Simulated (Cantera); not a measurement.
Input: 1 mol Nb, 3 mol N₂O, held at 4.50e-6 bar.

Equilibrium computed with Cantera from the NASA thermochemical tables; the gas is ideal and each condensed phase is pure. Candidate condensed phases: Nb, NbO, NbO₂, Nb₂O₅; 12 gas species. Condensed phases not in the tables: the oxides between NbO₂ and Nb₂O₅. Equilibrium is a limit: real reactors are often held back by kinetics, nucleation or transport. All values below are at 1302 °C.

Base state: N₂ 0.922, O₂ 0.0756, O 0.00139, NO 0.00113 (mole fractions); condensed: Nb₂O₅(s).

Problem. What changes in the equilibrium state with this change: Nb replaced by Ta?

Solution. 
| species | before | after |
|---|---|---|
| N₂ | 0.922 | 0.922 |
| O₂ | 0.0756 | 0.0756 |
| O | 0.00139 | 0.00139 |
| NO | 0.00113 | 0.00113 |
| Nb₂O₅(s), mol | 0.500 | 0 |
| Ta₂O₅(s), mol | 0 | 0.500 |
Further candidate phases: Ta, Ta₂O₅.

Problem. What changes in the equilibrium state with this change: pressure from 4.50e-6 bar to 1.10e-5 bar?

Solution. 
```
species         before     after
-------------  -------  --------
N₂               0.922     0.922
O₂              0.0756    0.0759
NO             0.00113   0.00113
O              0.00139  0.000889
Nb₂O₅(s), mol    0.500     0.500
```
